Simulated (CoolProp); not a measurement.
Dimethyl carbonate along the isobar 7050 kPa: density (kg/m³) from the reference equation and from simpler models built on Tc = 283.9 °C, pc = 4909 kPa, ω = 0.346; each cubic takes its own stable root.

Values from CoolProp's reference Helmholtz-energy equation of state, Zhou 2011.

```csv
T (°C),phase,reference,van der Waals,Redlich-Kwong,Soave-Redlich-Kwong,Peng-Robinson
150.85,liquid,897.4,545.3,766.2,804.5,908.8
157.15,liquid,887.8,540.5,756.9,795.0,898.2
163.45,liquid,878.0,535.5,747.3,785.3,887.3
169.85,liquid,867.9,530.3,737.4,775.0,875.8
176.15,liquid,857.7,525.2,727.4,764.6,864.0
182.55,liquid,847.2,519.8,716.9,753.7,851.6
188.85,liquid,836.6,514.3,706.4,742.5,839.0
195.25,liquid,825.6,508.6,695.3,730.7,825.6
201.55,liquid,814.4,502.9,684.1,718.7,811.8
```
